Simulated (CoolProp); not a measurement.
The numbers come from the reference Helmholtz-energy equation of state, Span 2003 in CoolProp. It is a short technical equation, of lower accuracy than the large ones.

Question: For n-heptane, give the phase and the cp (kJ/(kg K)), speed of sound (m/s), Joule-Thomson coefficient (K/MPa), fugacity coefficient at 326.85 °C and 6.07 MPa.

Answer: 
- 326.85 °C and 6.07 MPa: supercritical; cp 3.99, speed of sound 172, Joule-Thomson coefficient 3.78, fugacity coefficient 0.541
